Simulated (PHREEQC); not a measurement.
Make-up at 25 °C: 3.5 mmol/kgw HCl and 1.1 mmol/kgw FeSO4. It is in equilibrium with CO2 at log p = -3.5 (atm). Otherwise closed; pH follows from the charge balance.

Equilibrium calculation in PHREEQC: ion-association model, wateq4f.dat.

```
quantity                          before     after
------------------------------  --------  --------
pH                                  2.52      2.51
ionic strength (mol/kgw)         0.00720   0.00738
Fe+2 (mol/kgw)                   0.00102   0.00104
SO4-2 (mol/kgw)                 0.000833  0.000901
HSO4- (mol/kgw)                 0.000190  0.000141
FeSO4 (mol/kgw)                  7.54e-5   5.69e-5
SI of Melanterite (FeSO4:7H2O)     -4.16     -3.84
SI of Siderite (FeCO3)             -8.87     -9.12
```

**Question.** Name the change that produced these shifts.
(A) FeSO4 from 0.0011 to 0.0055 mol/kgw
(B) diluted 5-fold with water
(C) HCl from 0.0035 to 0.00315 mol/kgw
(D) temperature from 25 to 5 °C
(E) 8.2e-05 mol/kgw MgSO4 added

**Answer.** D, temperature from 25 to 5 °C

This is a speciation only: nothing precipitates in the calculation. Away from 25 °C the constants follow the database's enthalpies or fits; those with neither stay at their 25 °C values.
